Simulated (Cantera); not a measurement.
# Adiabatic ignition

An adiabatic, constant-volume homogeneous reactor starts with 18.3 % CO, 4.21 % H2, 12.9 % O2, 48.7 % N2, 15.9 % H2O, equivalence ratio 0.87, at 1375 K and 330 Torr.

Cantera simulation using GRI-Mech 3.0 (53 species, 325 reactions); the numbers are that mechanism's predictions, not measurements.

```json
[
 {"t (s)": "9.00e-6", "T (K)": "1375", "P (bar)": "0.440", "x CO": "0.183", "x H2": "0.0421", "x O2": "0.129", "x H2O": "0.159", "x OH": "3.73e-8"},
 {"t (s)": "2.10e-5", "T (K)": "1375", "P (bar)": "0.440", "x CO": "0.183", "x H2": "0.0421", "x O2": "0.129", "x H2O": "0.159", "x OH": "3.23e-7"},
 {"t (s)": "4.90e-5", "T (K)": "1375", "P (bar)": "0.440", "x CO": "0.183", "x H2": "0.0420", "x O2": "0.129", "x H2O": "0.159", "x OH": "2.65e-5"},
 {"t (s)": "0.000114", "T (K)": "1626", "P (bar)": "0.515", "x CO": "0.131", "x H2": "0.0148", "x O2": "0.0852", "x H2O": "0.171", "x OH": "0.0109"},
 {"t (s)": "0.000266", "T (K)": "2270", "P (bar)": "0.690", "x CO": "0.0690", "x H2": "0.0176", "x O2": "0.0528", "x H2O": "0.176", "x OH": "0.0222"},
 {"t (s)": "0.000621", "T (K)": "2572", "P (bar)": "0.765", "x CO": "0.0549", "x H2": "0.0116", "x O2": "0.0441", "x H2O": "0.192", "x OH": "0.0207"},
 {"t (s)": "0.00145", "T (K)": "2611", "P (bar)": "0.775", "x CO": "0.0523", "x H2": "0.0108", "x O2": "0.0423", "x H2O": "0.194", "x OH": "0.0201"},
 {"t (s)": "0.00338", "T (K)": "2609", "P (bar)": "0.774", "x CO": "0.0522", "x H2": "0.0108", "x O2": "0.0413", "x H2O": "0.194", "x OH": "0.0199"},
 {"t (s)": "0.00788", "T (K)": "2604", "P (bar)": "0.773", "x CO": "0.0522", "x H2": "0.0108", "x O2": "0.0398", "x H2O": "0.194", "x OH": "0.0195"},
 {"t (s)": "0.0184", "T (K)": "2601", "P (bar)": "0.771", "x CO": "0.0521", "x H2": "0.0108", "x O2": "0.0388", "x H2O": "0.194", "x OH": "0.0192"},
 {"t (s)": "0.0429", "T (K)": "2601", "P (bar)": "0.771", "x CO": "0.0521", "x H2": "0.0108", "x O2": "0.0386", "x H2O": "0.194", "x OH": "0.0191"},
 {"t (s)": "0.100", "T (K)": "2601", "P (bar)": "0.771", "x CO": "0.0521", "x H2": "0.0108", "x O2": "0.0386", "x H2O": "0.194", "x OH": "0.0191"}
]
```
x: mole fraction; the columns are a selection and need not sum to one.

| Item | Result |
|---|---|
| time of steepest temperature rise | 0.117 ms |
| temperature at 0.100 s | 2601 K |
| equilibrium temperature | 2601 K |
| x(CO) at 0.100 s | 0.0521 (gas-phase equilibrium 0.0521) |
| x(H2) at 0.100 s | 0.0108 (gas-phase equilibrium 0.0108) |
| x(O2) at 0.100 s | 0.0386 (gas-phase equilibrium 0.0386) |
